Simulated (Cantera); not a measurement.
A Cantera script and what it prints.

```python
import numpy as np
import cantera as ct

gas_names = """
    CL CL2 H HCL H2 N NH NH2 NH3 N2 N2H2 N2H4 Si SiCL SiCL2 SiCL3 SiCL4 SiH SiHCL3 SiH2 SiH2CL2 SiH3
    SiH3CL SiH4 SiN Si2 Si2N Si3
""".split()
cond_names = """
    NH4CL(a) NH4CL(b) Si(cr) Si(L) Si3N4(a)
""".split()


# ... load() reads the species with a 1 bar reference pressure and builds the phases ...
atoms = {
    'SiCl4': {'Si': 1, 'CL': 4},
    'NH3': {'N': 1, 'H': 3},
    'N2': {'N': 2},
}
top_T = {'Si3N4(a)': 2400}  # K; cautious upper limits of use, not melting points


# ... equilibrate(T, P, feed) seeds the gas with the atoms and calls Mixture.equilibrate('TP', solver="vcs", rtol=1e-11, max_steps=5000) ...
results = []
feed = {'SiCl4': 1, 'NH3': 3.7, 'N2': 40}  # mol
T = 2075  # K
P = 2000  # Pa
mix = equilibrate(T, P, feed)
results.append((T, P, feed, dict(zip(mix.species_names, mix.species_moles))))
x = sorted(zip(gas.X, gas.species_names), reverse=True)
print(f"T = {T:g} K  P = {P:g} Pa  gas = {mix.phase_moles(0):.4g} mol")
print("   x: " + "  ".join(f"{s} {v:.3e}" for v, s in x if v > 1e-05))
print("   condensed (mol): " + ("  ".join(f"{mix.phase(i).name} {mix.phase_moles(i):.4g}"
      for i in range(1, mix.n_phases) if mix.phase_moles(i) > 1e-12) or "none"))
```

Result:

```
T = 2075 K  P = 2000 Pa  gas = 49.7 mol
   x: N2 8.419e-01  H2 8.732e-02  HCL 4.305e-02  SiCL2 1.720e-02  H 5.566e-03  CL 2.025e-03  Si 1.876e-03  SiCL 8.112e-04  SiCL3 6.315e-05  SiN 5.335e-05  SiH 4.490e-05  Si2N 2.411e-05
   condensed (mol): none
```

Equilibrium computed with Cantera from the NASA thermochemical tables; the gas is ideal and each condensed phase is pure. The tables' values for SiCl, SiCl3, SiN are old estimates; treat these amounts as uncertain.
